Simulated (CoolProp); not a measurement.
Propylene along the isotherm 254 K: fugacity coefficient from the reference equation and from simpler models built on Tc = 364.2 K, pc = 45.55 bar, ω = 0.146; each cubic takes its own stable root.

The numbers come from the reference Helmholtz-energy equation of state, Lemmon 2013 in CoolProp.

| p (bar) | phase | reference | Redlich-Kwong | Peng-Robinson |
|---|---|---|---|---|
| 1.44 | gas | 0.9664 | 0.9707 | 0.9678 |
| 2.11 | gas | 0.9508 | 0.9571 | 0.9529 |
| 4.55 | liquid | 0.6443 | 0.7839 | 0.6454 |
| 6.69 | liquid | 0.4414 | 0.5375 | 0.4421 |
| 9.81 | liquid | 0.3043 | 0.3709 | 0.3046 |
| 14.4 | liquid | 0.2106 | 0.2571 | 0.2106 |
| 21.1 | liquid | 0.1471 | 0.1799 | 0.1469 |
| 31 | liquid | 0.1036 | 0.1271 | 0.1033 |
| 45.5 | liquid | 0.07422 | 0.09141 | 0.07376 |
| 66.9 | liquid | 0.05432 | 0.06730 | 0.05375 |
| 98.1 | liquid | 0.04120 | 0.05145 | 0.04051 |
| 144 | liquid | 0.03277 | 0.04137 | 0.03191 |
| 211 | liquid | 0.02797 | 0.03582 | 0.02685 |
| 310 | liquid | 0.02637 | 0.03441 | 0.02477 |
| 455 | liquid | 0.02870 | 0.03837 | 0.02612 |
